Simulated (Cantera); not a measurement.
Charge: 1 mol PbO, 94 mol H₂, at 0.0100 bar.

Equilibrium computed with Cantera from the NASA thermochemical tables; the gas is ideal and each condensed phase is pure. Candidate condensed phases: H₂O, Pb, PbO, PbO₂, Pb₃O₄; 12 gas species. Equilibrium is a limit: real reactors are often held back by kinetics, nucleation or transport. All values below are at 1723 K.

Base state: H₂ 0.977, Pb 0.0105, H₂O 0.0105, H 0.00180 (mole fractions); condensed: gas only.

Task: What changes in the equilibrium state with this change: pressure from 0.0100 bar to 0.00270 bar?

Result: 
```json
[
 {"species": "H₂", "before": "0.977", "after": "0.976"},
 {"species": "Pb", "before": "0.0105", "after": "0.0105"},
 {"species": "H₂O", "before": "0.0105", "after": "0.0105"},
 {"species": "H", "before": "0.00180", "after": "0.00347"}
]
```
